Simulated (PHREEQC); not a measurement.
Dissolve 0.022 mol TMAH and 0.00043 mol H4SiO4 per kg of water at 85 °C. Closed to the air; pH follows from the charge balance.

Computed with PHREEQC (ion-association model, wateq4f.dat).

**Question.** The ionic strength comes out as 0.0220 mol/kgw. What activity coefficients do H2SiO4-2, H3SiO4-, OH- get?

**Answer.** H2SiO4-2 0.54, H3SiO4- 0.85, OH- 0.85.

Precipitation was switched off in this run. Species that the database lacks are ignored. (CH3)4N+ isn't in the database: it is added as a free cation with an ion size of 4 Å. At this temperature some constants are extrapolated from 25 °C, and those without enthalpy data are left unchanged.
